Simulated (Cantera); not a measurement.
Input (Python, Cantera):

```python
import numpy as np
import cantera as ct

gas = ct.Solution("gri30.yaml")
gas.TPX = 998, 2666, {'H2': 0.16, 'O2': 1, 'N2': 0.58, 'H2O': 0.022}
reactor = ct.IdealGasConstPressureReactor(gas, energy="off", clone=False)
net = ct.ReactorNet([reactor])
net.rtol, net.atol = 1e-08, 1e-18
show = ['H2', 'O2', 'N2O', 'O', 'H', 'H2O']
times = np.geomspace(2e-05, 3, 11)

steps = ct.SolutionArray(gas, extra=["t"])
rows = []
print(f"{'t/s':>10s}{'T/K':>9s}{'P/Pa':>11s}" + "".join(f"{s:>11s}" for s in show))
for t in times:
    while net.time < t:
        t_next = net.step()
        steps.append(gas.state, t=t_next)
    rows.append([np.interp(t, steps.t, y) for y in (steps.T, steps.P, *steps(*show).X.T)])
    print(f"{t:10.3e}{rows[-1][0]:9.1f}{rows[-1][1]:11.4g}" + "".join(f"{x:11.3e}" for x in rows[-1][2:]))
rate = np.gradient(steps.T, steps.t)
print("integrator steps:", len(steps.t))
if steps.T.max() > steps.T[0] + 200:
    print(f"time of steepest temperature rise: {steps.t[rate.argmax()]:.4e} s")
gas.TPX = 998, 2666, {'H2': 0.16, 'O2': 1, 'N2': 0.58, 'H2O': 0.022}
gas.equilibrate("TP")
print(f"equilibrium (TP): T = {gas.T:.1f} K  " + "  ".join(f"{s} {gas[s].X[0]:.3e}" for s in show))
```

Output:

```
       t/s      T/K       P/Pa         H2         O2        N2O          O          H        H2O
 2.000e-05    998.0       2666  9.081e-02  5.675e-01  8.325e-21  1.514e-12  1.771e-11  1.249e-02
 6.586e-05    998.0       2666  9.081e-02  5.675e-01  4.179e-20  1.437e-11  5.634e-11  1.249e-02
 2.169e-04    998.0       2666  9.081e-02  5.675e-01  5.251e-19  1.418e-10  2.560e-10  1.249e-02
 7.143e-04    998.0       2666  9.081e-02  5.675e-01  2.967e-17  5.069e-09  7.240e-09  1.249e-02
 2.352e-03    998.0       2666  9.024e-02  5.672e-01  9.957e-13  1.617e-04  2.313e-04  1.290e-02
 7.746e-03    998.0       2666  2.026e-03  5.405e-01  2.075e-09  7.064e-03  5.188e-03  1.018e-01
 2.551e-02    998.0       2666  1.484e-04  5.465e-01  3.409e-09  4.749e-04  6.527e-05  1.078e-01
 8.400e-02    998.0       2666  1.222e-05  5.469e-01  3.748e-09  3.818e-05  1.464e-06  1.081e-01
 2.766e-01    998.0       2666  1.098e-06  5.470e-01  3.858e-09  4.802e-06  6.568e-08  1.082e-01
 9.110e-01    998.0       2666  1.322e-07  5.470e-01  3.913e-09  8.775e-07  5.089e-09  1.082e-01
 3.000e+00    998.0       2666  2.494e-08  5.470e-01  3.948e-09  2.028e-07  5.621e-10  1.082e-01
integrator steps: 1446
equilibrium (TP): T = 998.0 K  H2 7.425e-11  O2 5.470e-01  N2O 2.922e-10  O 6.745e-10  H 1.143e-13  H2O 1.082e-01
```

Cantera simulation using GRI-Mech 3.0 (53 species, 325 reactions); the numbers are that mechanism's predictions, not measurements. Radical loss at walls, strong at low pressure, is not modelled. The temperature is held fixed by assumption; the heat of reaction is taken as removed at once.
